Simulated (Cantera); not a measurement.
Mixture: CH4 : CO : O2 : N2 : H2O = 1 : 0.37 : 1.82 : 6.85 : 2.1 (molar parts), equivalence ratio 1.2, at 500000 Pa, adiabatic and at constant volume. Ignition delay is the time to a rise of 400 K.

Cantera simulation using GRI-Mech 3.0 (53 species, 325 reactions); the numbers are that mechanism's predictions, not measurements.

**Question.** What does this change do: H2O 2.1 to 1.3 parts?

**Answer.** 
| quantity | before | after |
|---|---|---|
| delay at 1175 K | 24.7 ms | 23.4 ms |
| delay at 1275 K | 6.67 ms | 6.17 ms |
| delay at 1375 K | 2.03 ms | 1.85 ms |
| delay at 1475 K | 0.668 ms | 0.603 ms |
| delay at 1575 K | 0.235 ms | 0.214 ms |
| delay at 1675 K | 90.3 µs | 83.3 µs |
| apparent activation energy between 1475 and 1675 K | 210 kJ/mol | 200 kJ/mol |

**Question.** What does this change do: pressure from 500000 Pa to 1300000 Pa?

**Answer.** 
```
quantity                                                before       after
--------------------------------------------------  ----------  ----------
delay at 1175 K                                        24.7 ms     8.97 ms
delay at 1275 K                                        6.67 ms     2.44 ms
delay at 1375 K                                        2.03 ms    0.783 ms
delay at 1475 K                                       0.668 ms    0.278 ms
delay at 1575 K                                       0.235 ms    0.105 ms
delay at 1675 K                                        90.3 µs     42.1 µs
apparent activation energy between 1475 and 1675 K  210 kJ/mol  190 kJ/mol
```
The pressure lies above the range GRI-Mech 3.0 was tuned for (to about 10 atm).
